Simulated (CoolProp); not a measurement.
Vapour-liquid equilibrium of acetone (1) + p-xylene (2) at 88.05 °C; x and y are mole fractions of (1).

The numbers come from the multi-fluid Helmholtz-energy mixture model, Lemmon 2006 and Zhou 2012; pair parameters Bell 2016 in CoolProp.

| x | bubble pressure (bar) | y at the bubble point | dew pressure at overall composition x (bar) | liquid density (mol/L) |
|---|---|---|---|---|
| 0.05 | 0.4414 | 0.536 | 0.2220 | 7.693 |
| 0.2 | 0.9723 | 0.811 | 0.2624 | 8.178 |
| 0.35 | 1.354 | 0.880 | 0.3205 | 8.723 |
| 0.5 | 1.666 | 0.916 | 0.4112 | 9.343 |
| 0.65 | 1.955 | 0.943 | 0.5721 | 10.05 |
| 0.8 | 2.254 | 0.967 | 0.9296 | 10.88 |
| 0.95 | 2.586 | 0.991 | 2.042 | 11.85 |

No azeotrope shows between x = 0.05 and 0.95.

Pair parameters are fitted to limited data, so mixtures are less certain than the pure fluids.
